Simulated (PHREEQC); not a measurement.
Solution (43 °C): 0.01 mol/kgw HF, 0.17 mol/kgw (CH3)4NF and 3.3e-05 mol/kgw H2SiF6. Closed to the air; pH follows from the charge balance.

Computed with PHREEQC (ion-association model, phreeqc.dat).

No solid was allowed to form.

Problem. Order these F species by the share of F that they hold, largest first: SiF6-2, F-, HF2-, HF.

Solution. F- (92 %), HF2- (4.6 %), HF (3.3 %), SiF6-2 (0.11 %)

The pH is 4.61 and the ionic strength 0.170 mol/kgw. Species that the database lacks are ignored. (CH3)4N+ isn't in the database: it is added as a free cation with an ion size of 4 Å. Constants without temperature data keep their 25 °C values here. SiF6-2 is the database's only silicon fluoride.
